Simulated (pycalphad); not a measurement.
All values are pycalphad results on the COST 507 light-alloy database (1999) (1 atm), not direct measurements. The data set is of 1999 and partly superseded. Not assessed as a whole: an extrapolation from subsystems, which can miss ternary compounds. Amounts are mole fractions of atoms. Diffusion is slow at the low end, where real alloys seldom reach equilibrium.

Give the equilibrium state of Ti-3.293Al-0.7198C (wt.%) at 1410 K.

bcc, fraction 0.931, with 3.5 Al, 0.11 C wt.%; fcc, fraction 0.069, with <0.01 Al, 11.5 C wt.%.

Give the equilibrium state of Ti-3.293Al-0.7198C (wt.%) at 810 K.


```
T = 810.00 K, P = 101325 Pa, N = 1 mol of atoms
G = -44140 J/mol, H = 2128 J/mol, S = 57.12 J/(mol K)  (SER reference)
chemical potentials (J/mol): Ti -33515, Al -127391, C -230128
phase             fraction      x(Ti)      x(Al)       x(C)
HCP_A3              0.9243     0.9395     0.0604   8.07e-05
FCC_A1              0.0757     0.6392   6.39e-15     0.3608
```

FCC_A1 is fcc; HCP_A3 is hcp. The fcc model also describes the rock-salt carbide or nitride (TiC, TiN, HfC).
